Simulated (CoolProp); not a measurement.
Vapour-liquid equilibrium of n-butane (1) + benzene (2) at 0.403 MPa; x and y are mole fractions of (1).

Model: multi-fluid Helmholtz-energy mixture model, Bücker 2006 and Thol 2012; pair parameters Bell 2016, in CoolProp.

Task: Give the bubble temperature and the first vapour's composition at x = 0.05, 0.45, 0.95. Is there an azeotrope?

Result: x = 0.05: 393.5 K, y = 0.267; x = 0.45: 338.5 K, y = 0.896; x = 0.95: 317.2 K, y = 0.993. No azeotrope shows between x = 0.05 and 0.95.

The pair parameters rest on a limited set of measurements; away from them the model extrapolates.
